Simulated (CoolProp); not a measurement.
Ethylene along the isotherm 450 K: fugacity coefficient from the reference equation and from simpler models built on Tc = 282.4 K, pc = 5.042 MPa, ω = 0.087; each cubic takes its own stable root.

Computed with CoolProp (reference Helmholtz-energy equation of state, Smukala 2000).

```
p (MPa)          phase  reference  van der Waals  Redlich-Kwong  Soave-Redlich-Kwong  Peng-Robinson
-------  -------------  ---------  -------------  -------------  -------------------  -------------
3.88               gas     0.9488         0.9345         0.9423               0.9536         0.9380
7.76     supercritical     0.9026         0.8735         0.8913               0.9132         0.8851
11.6     supercritical     0.8624         0.8195         0.8479               0.8796         0.8416
15.5     supercritical     0.8280         0.7738         0.8116               0.8520         0.8059
19.4     supercritical     0.8002         0.7392         0.7831               0.8310         0.7780
23.3     supercritical     0.7789         0.7156         0.7617               0.8160         0.7568
27.1     supercritical     0.7640         0.7014         0.7470               0.8064         0.7416
31       supercritical     0.7538         0.6941         0.7370               0.8012         0.7307
34.9     supercritical     0.7481         0.6927         0.7315               0.7999         0.7238
38.8     supercritical     0.7463         0.6963         0.7297               0.8020         0.7202
42.7     supercritical     0.7478         0.7039         0.7310               0.8070         0.7194
46.5     supercritical     0.7520         0.7148         0.7349               0.8145         0.7210
50.4     supercritical     0.7588         0.7292         0.7412               0.8244         0.7247
```
